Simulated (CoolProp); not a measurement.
Vapour-liquid equilibrium of dimethyl ether (1) + R236FA (2) at 0.126 bar; x and y are mole fractions of (1).

Model: multi-fluid Helmholtz-energy mixture model, Wu 2011 and Pan 2012; pair parameters Bell 2016, in CoolProp.

| x | bubble temperature (K) | y at the bubble point | dew temperature at overall composition x (K) | liquid density (mol/L) |
|---|---|---|---|---|
| 0.05 | 230.4 | 0.069 | 230.5 | 10.54 |
| 0.15 | 229.5 | 0.222 | 230.0 | 11.03 |
| 0.25 | 228.1 | 0.392 | 229.3 | 11.56 |
| 0.35 | 226.2 | 0.562 | 228.5 | 12.14 |
| 0.45 | 223.6 | 0.714 | 227.5 | 12.77 |
| 0.55 | 220.7 | 0.831 | 226.3 | 13.44 |
| 0.65 | 217.6 | 0.911 | 224.8 | 14.17 |
| 0.75 | 214.6 | 0.959 | 222.8 | 14.94 |
| 0.85 | 212.0 | 0.984 | 220.1 | 15.76 |
| 0.95 | 210.0 | 0.997 | 215.3 | 16.63 |

No azeotrope shows between x = 0.05 and 0.95.

Pair parameters are fitted to limited data, so mixtures are less certain than the pure fluids.
